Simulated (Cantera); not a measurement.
A Cantera script and what it prints.

```python
import numpy as np
import cantera as ct

gas_names = """
    CL2 FeCL2 BCL3 TiCL4
""".split()
cond_names = """
    Fe(a) Fe(c) Fe(d) Fe(L) B(b) B(L) Ti(a) Ti(b) Ti(L)
""".split()


def load(file, names, dense=False):
    # The tables refer to 1 bar. Condensed volumes are neglected.
    table = {s.name: s for s in ct.Species.list_from_file(file)}
    out = []
    for n in names:
        d = dict(table[n].input_data)
        d["thermo"] = dict(d["thermo"], **{"reference-pressure": 1e5})
        if dense:
            d["equation-of-state"] = {"model": "constant-volume", "density": "1e6 g/cm^3"}
        out.append(ct.Species.from_dict(d))
    return out


species = {s.name: s for s in load("nasa_gas.yaml", gas_names) + load("nasa_condensed.yaml", cond_names)}
# Each term lists the table entries of one substance; the one whose range holds T is used.
reactions = {
    'Fe + Cl2(g) = FeCl2(g)':
        [(-1, ['Fe(a)', 'Fe(c)', 'Fe(d)', 'Fe(L)']), (-1, ['CL2']), (1, ['FeCL2'])],
    '0.6667 B + Cl2(g) = 0.6667 BCl3(g)':
        [(-0.6666666666666666, ['B(b)', 'B(L)']), (-1, ['CL2']), (0.6666666666666666, ['BCL3'])],
    '0.5 Ti + Cl2(g) = 0.5 TiCl4(g)':
        [(-0.5, ['Ti(a)', 'Ti(b)', 'Ti(L)']), (-1, ['CL2']), (0.5, ['TiCL4'])],
}


def pick(names, T):
    return next(species[n] for n in names if species[n].thermo.min_temp <= T <= species[n].thermo.max_temp)


results = []
for label, terms in reactions.items():
    print(label)
    print("     T/K   dH/kJ  dS/(J/K)   dG/kJ   log10 K")
    for T in [300, 2073, 2148, 2223, 2298, 2373, 2448]:
        used = [(nu, pick(names, T)) for nu, names in terms]
        dH = sum(nu * s.thermo.h(T) for nu, s in used) / 1e6
        dS = sum(nu * s.thermo.s(T) for nu, s in used) / 1e3
        dG = dH - T * dS / 1e3
        logK = -dG * 1e6 / (ct.gas_constant * T * np.log(10))
        results.append((label, T, dH, dS, dG, logK, [s.name for _, s in used]))
        print(f"{T:8g} {dH:8.1f} {dS:8.1f} {dG:8.1f} {logK:8.2f}")
```

Result:

```
Fe + Cl2(g) = FeCl2(g)
     T/K   dH/kJ  dS/(J/K)   dG/kJ   log10 K
     300   -141.0     48.9   -155.7    27.10
    2073   -180.2     18.5   -218.6     5.51
    2148   -181.6     17.8   -219.9     5.35
    2223   -183.0     17.2   -221.2     5.20
    2298   -184.4     16.6   -222.5     5.06
    2373   -185.8     16.0   -223.7     4.92
    2448   -187.3     15.4   -224.9     4.80
0.6667 B + Cl2(g) = 0.6667 BCl3(g)
     T/K   dH/kJ  dS/(J/K)   dG/kJ   log10 K
     300   -268.6    -33.5   -258.6    45.02
    2073   -271.0    -35.2   -198.0     4.99
    2148   -271.3    -35.3   -195.3     4.75
    2223   -271.6    -35.5   -192.7     4.53
    2298   -271.9    -35.6   -190.0     4.32
    2373   -305.7    -50.0   -187.0     4.12
    2448   -306.2    -50.2   -183.3     3.91
0.5 Ti + Cl2(g) = 0.5 TiCl4(g)
     T/K   dH/kJ  dS/(J/K)   dG/kJ   log10 K
     300   -381.6    -61.0   -363.3    63.25
    2073   -392.3    -66.2   -255.1     6.43
    2148   -392.9    -66.5   -250.1     6.08
    2223   -393.5    -66.8   -245.1     5.76
    2298   -394.2    -67.0   -240.1     5.46
    2373   -394.9    -67.3   -235.1     5.17
    2448   -395.5    -67.6   -230.0     4.91
```

Source: NASA polynomial tables (part measured, part estimated), evaluated in Cantera. Condensed species are held in their standard states even where they would react or evaporate.
